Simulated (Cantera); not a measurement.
A Cantera script and what it prints.

```python
import numpy as np
import cantera as ct

gas_names = """
    AL ALF ALF2 ALF3 ALN AL2 AL2F6 F F2 N NF NF2 NF3 N2
""".split()
cond_names = """
    AL(cr) AL(L) ALF3(a) ALF3(b) ALF3(L) ALN(s)
""".split()


# ... load() reads the species with a 1 bar reference pressure and builds the phases ...
atoms = {
    'AlN': {'AL': 1, 'N': 1},
    'NF3': {'N': 1, 'F': 3},
    'N2': {'N': 2},
}
top_T = {'ALN(s)': 2750}  # K; cautious upper limits of use, not melting points


# ... equilibrate(T, P, feed) seeds the gas with the atoms and calls Mixture.equilibrate('TP', solver="vcs", rtol=1e-11, max_steps=5000) ...
results = []
feed = {'AlN': 1, 'NF3': 5, 'N2': 22}  # mol
T = 1773  # K
P = 48000  # Pa
mix = equilibrate(T, P, feed)
results.append((T, P, feed, dict(zip(mix.species_names, mix.species_moles))))
x = sorted(zip(gas.X, gas.species_names), reverse=True)
print(f"T = {T:g} K  P = {P:g} Pa  gas = {mix.phase_moles(0):.4g} mol")
print("   x: " + "  ".join(f"{s} {v:.3e}" for v, s in x if v > 0.0001))
print("   condensed (mol): " + ("  ".join(f"{mix.phase(i).name} {mix.phase_moles(i):.4g}"
      for i in range(1, mix.n_phases) if mix.phase_moles(i) > 1e-12) or "none"))
```

It prints:

```
T = 1773 K  P = 48000 Pa  gas = 37.97 mol
   x: N2 6.584e-01  F 3.144e-01  ALF3 2.632e-02  F2 8.075e-04
   condensed (mol): none
```

Method: chemical equilibrium by Gibbs-energy minimisation in Cantera with the NASA 1993 tables (ideal gas, pure condensed phases).
